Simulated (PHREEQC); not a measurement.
Dissolve 0.08 mol NH4HSO4 per kg of water at 25 °C. Closed to the air; pH follows from the charge balance.

Model: ion-association model, wateq4f.dat, run in PHREEQC.

| quantity | before | after |
|---|---|---|
| pH | 1.50 | 2.03 |
| ionic strength (mol/kgw) | 0.140 | 0.0355 |
| NH4+ (mol/kgw) | 0.0709 | 0.0150 |
| NH3 (mol/kgw) | 9.70e-10 | 7.77e-10 |

Q: What was changed between the two runs?
(A) NH4HSO4 replaced by NH4HCO3 at the same molality
(B) diluted 5-fold with water
(C) NH4HSO4 from 0.08 to 0.088 mol/kgw
(D) diluted 100-fold with water
(E) NH4HSO4 from 0.08 to 0.12 mol/kgw

A: B, diluted 5-fold with water

No solid was allowed to form.
